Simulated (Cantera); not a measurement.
Feed: 1 mol NF₃, 0.0056 mol SO₂, 2.5 mol H₂, equilibrated at 1 atm.

Equilibrium computed with Cantera from the NASA thermochemical tables; the gas is ideal and each condensed phase is pure. Candidate condensed phases: H₂O, H₂SO₄, S; 100 gas species. Ions and electrons are included (thermal ionisation). Equilibrium is a limit: real reactors are often held back by kinetics, nucleation or transport.

Task: At 5000 K, list the 7 most abundant gas species with their mole fractions, and the condensed phases.

Result: H 0.544, F 0.306, HF 0.0735, N₂ 0.0592, N 0.00801, H₂ 0.00725, O 0.00136. Condensed: gas only.
